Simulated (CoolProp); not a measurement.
R124 along the isobar 4770 kPa: Z from the reference equation and from simpler models built on Tc = 395.4 K, pc = 3624 kPa, ω = 0.288; each cubic takes its own stable root.

Model: reference Helmholtz-energy equation of state, de Vries 1995, in CoolProp.

| T (K) | phase | reference |
|---|---|---|
| 221.1 | liquid | 0.2217 |
| 226 | liquid | 0.2187 |
| 231 | liquid | 0.2158 |
| 235.9 | liquid | 0.2131 |
| 240.8 | liquid | 0.2105 |
| 245.8 | liquid | 0.2081 |
| 250.7 | liquid | 0.2058 |
| 255.7 | liquid | 0.2037 |
| 260.6 | liquid | 0.2017 |
| 265.6 | liquid | 0.1998 |
| 270.5 | liquid | 0.1981 |
| 275.5 | liquid | 0.1965 |
| 280.4 | liquid | 0.1950 |

How far does each simpler model (van der Waals, Redlich-Kwong, Soave-Redlich-Kwong, Peng-Robinson) lie from the reference over these 13 states: mean and median of the absolute difference, and the worst?


- van der Waals: mean 62.4 %, median 62.4 %, worst +63.9 % at 221.1 K and 4770 kPa
- Redlich-Kwong: mean 12.4 %, median 12.3 %, worst +12.9 % at 280.4 K and 4770 kPa
- Soave-Redlich-Kwong: mean 8.7 %, median 8.6 %, worst +9.1 % at 221.1 K and 4770 kPa
- Peng-Robinson: mean 3.6 %, median 3.6 %, worst -3.8 % at 270.5 K and 4770 kPa
